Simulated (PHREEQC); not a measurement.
**Ultrapure water in contact with air or piping: speciation**

A made-up water analysis in mg/kgw, 20 °C, pH 5.94, pe 0.2: Na 0.0935; K 0.0321; Ca 0.0467; Mg 0.0248; Cl 0.292; S(6) as SO4 0.0218; Alkalinity as HCO3 0.0344; F 0.00541; Br 0.0167; Zn 0.00162; Fe(2) 0.00254.

Valence states are taken as typed.

Computed with PHREEQC (ion-association model, wateq4f.dat).

Precipitation was switched off in this run.

**Question.** Estimate the charge-balance error.

**Answer.** charge-balance error -1.6 %.

**Question.** In which forms is C present?

**Answer.** CO2 73 %, HCO3- 27 % of the C.

Fluoro complexes past AlF4- and FeF3 are missing from the database.
